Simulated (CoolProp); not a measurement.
Vapour-liquid equilibrium of toluene (1) + n-octane (2) at 290.8 K; x and y are mole fractions of (1).

Computed with CoolProp (multi-fluid Helmholtz-energy mixture model, Lemmon 2006 and Beckmüller 2019; pair parameters Bell 2016).

**Question.** Give the bubble pressure and the first vapour's composition at x = 0.2, 0.35, 0.8. Is there an azeotrope?

**Answer.** x = 0.2: 0.01692 bar, y = 0.413; x = 0.35: 0.01953 bar, y = 0.572; x = 0.8: 0.02443 bar, y = 0.862. No azeotrope shows between x = 0.05 and 0.95.

The pair parameters rest on a limited set of measurements; away from them the model extrapolates.
